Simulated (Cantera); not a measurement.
A perfectly stirred reactor is fed with C2H4 : H2 = 1 : 31 (molar parts), at 26.0 Pa; it is held at 1600 K, and followed from long to short residence time.

Computed with Cantera and GRI-Mech 3.0 (53 species, 325 reactions). GRI-Mech 3.0 was tuned for natural gas; its chemistry of ethylene as a main component is partial and can be far from experiment. GRI-Mech 3.0 stops at C3 and has no aromatics, soot or wall deposition, so with more carbon than oxygen in the feed, carbon stays in small species such as C2H2 where larger ones or solid carbon would form. Radical loss at walls, strong at low pressure, is not modelled.

**Question.** What does this change do: C2H4 1 to 0.17 parts?

**Answer.** 
```csv
quantity,before,after
x(C2H4) at τ = 0.720 s,0.0264,0.00465
x(H2) at τ = 0.720 s,0.969,0.995
x(C2H2) at τ = 0.720 s,0.00466,0.000800
x(CH2) at τ = 0.720 s,4.39e-11,1.58e-12
x(C2H) at τ = 0.720 s,6.56e-11,2.30e-12
x(C2H4) at τ = 29.0 ms,0.0310,0.00542
x(H2) at τ = 29.0 ms,0.969,0.995
x(C2H2) at τ = 29.0 ms,0.000211,3.72e-5
x(CH2) at τ = 29.0 ms,1.83e-12,<1e-12
x(C2H) at τ = 29.0 ms,<1e-12,<1e-12
```

**Question.** What does this change do: H2 31 to 120 parts?

**Answer.** 
```csv
quantity,before,after
x(C2H4) at τ = 0.720 s,0.0264,0.00704
x(H2) at τ = 0.720 s,0.969,0.992
x(C2H2) at τ = 0.720 s,0.00466,0.00122
x(CH2) at τ = 0.720 s,4.39e-11,3.49e-12
x(C2H) at τ = 0.720 s,6.56e-11,5.10e-12
x(C2H4) at τ = 29.0 ms,0.0310,0.00821
x(H2) at τ = 29.0 ms,0.969,0.992
x(C2H2) at τ = 29.0 ms,0.000211,5.63e-5
x(CH2) at τ = 29.0 ms,1.83e-12,<1e-12
x(C2H) at τ = 29.0 ms,<1e-12,<1e-12
```

**Question.** What does this change do: temperature 1600 to 1300 K?

**Answer.** 
```csv
quantity,before,after
x(C2H4) at τ = 0.720 s,0.0264,0.0312
x(H2) at τ = 0.720 s,0.969,0.969
x(C2H2) at τ = 0.720 s,0.00466,3.52e-5
x(CH2) at τ = 0.720 s,4.39e-11,<1e-12
x(C2H) at τ = 0.720 s,6.56e-11,<1e-12
x(C2H4) at τ = 29.0 ms,0.0310,0.0312
x(H2) at τ = 29.0 ms,0.969,0.969
x(C2H2) at τ = 29.0 ms,0.000211,1.42e-6
x(CH2) at τ = 29.0 ms,1.83e-12,<1e-12
x(C2H) at τ = 29.0 ms,<1e-12,<1e-12
```
